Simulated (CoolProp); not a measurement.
Vapour-liquid equilibrium of ethanol (1) + n-hexane (2) at 5.67 bar; x and y are mole fractions of (1).

The numbers come from the multi-fluid Helmholtz-energy mixture model, Schroeder 2014 and Thol 2019; pair parameters Bell 2016 in CoolProp.

**Question.** Give the bubble temperature and the first vapour's composition at x = 0.275, 0.35, 0.725. Is there an azeotrope?

**Answer.** x = 0.275: 117.8 °C, y = 0.417; x = 0.35: 117.2 °C, y = 0.444; x = 0.725: 118.5 °C, y = 0.580. y crosses x between x = 0.425 and 0.5: the model has an azeotrope there.

The pair parameters rest on a limited set of measurements; away from them the model extrapolates.
